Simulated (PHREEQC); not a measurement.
0.081 g of hydrous ferric oxide (600 m²/g; 0.2 weak and 0.005 strong sites per Fe, Dzombak-Morel constants, diffuse double layer) in 1 kg of water with 0.05 mol/kgw of an inert sodium salt and 4.1e-05 mol/kgw Ag2SO4 and 2.8e-06 mol/kgw MnCl2, at 25 °C; the pH is set by adding NaOH or the inert anion's acid. No oxygen is let in. The system is closed to CO2. No solid was allowed to form.

Model: ion-association model, wateq4f.dat, run in PHREEQC.

| pH | S sorbed (%) | Ag sorbed (%) | Mn sorbed (%) | surface charge σ (C/m²) | surface potential ψ (mV) |
|---|---|---|---|---|---|
| 3 | 92.4 | 0.0 | 0.0 | 0.214 | 143 |
| 3.5 | 91.7 | 0.0 | 0.0 | 0.204 | 141 |
| 4 | 89.0 | 0.0 | 0.0 | 0.185 | 136 |
| 4.5 | 82.4 | 0.0 | 0.0 | 0.157 | 128 |
| 5 | 69.4 | 0.2 | 0.0 | 0.126 | 117 |
| 5.5 | 50.0 | 0.9 | 0.2 | 0.098 | (withheld) |
| 6 | 28.2 | 2.4 | 0.9 | 0.074 | 90 |
| 6.5 | 10.9 | 4.2 | 3.1 | 0.053 | 74 |
| 7 | 2.6 | 5.3 | 9.1 | (withheld) | 54 |
| 7.5 | 0.4 | (withheld) | 28.0 | 0.017 | (withheld) |
| 8 | 0.1 | 9.9 | 67.9 | (withheld) | (withheld) |
| 8.5 | 0.0 | 18.7 | 93.4 | (withheld) | -18 |
| 9 | 0.0 | 35.8 | 99.0 | -0.024 | -42 |

Question: Complete the blanks.

Answer: 
- 5.5, surface potential ψ (mV): 104
- 7, surface charge σ (C/m²): 0.033
- 7.5, Ag sorbed (%): 6.6
- 7.5, surface potential ψ (mV): 31
- 8, surface charge σ (C/m²): 0.003
- 8, surface potential ψ (mV): 7
- 8.5, surface charge σ (C/m²): -0.010

Along this series the solution becomes supersaturated in solids that the run did not let form, among them Cerargyrite. The oxide is taken as insoluble; below pH 4 it would dissolve.
